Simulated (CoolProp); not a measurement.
Aqueous ethylene glycol as a coolant, 58 % by mass, freezing at -47.9 °C, 1 atm.

The numbers come from the Melinder's fits for secondary coolants in CoolProp.

```tsv
T (°C)	conductivity (W/(m K))	viscosity (mPa s)	density (kg/m³)	Prandtl number
-33.8	0.337	82.6	1098	683
-24.1	0.341	40.5	1095	339
-14.4	0.346	21.9	1091	184
-4.7	0.350	12.8	1087	109
5	0.355	8.15	1083	69.9
14.7	0.360	5.54	1078	47.8
24.4	0.365	3.98	1072	34.6
34.1	0.370	3.01	1066	26.2
```
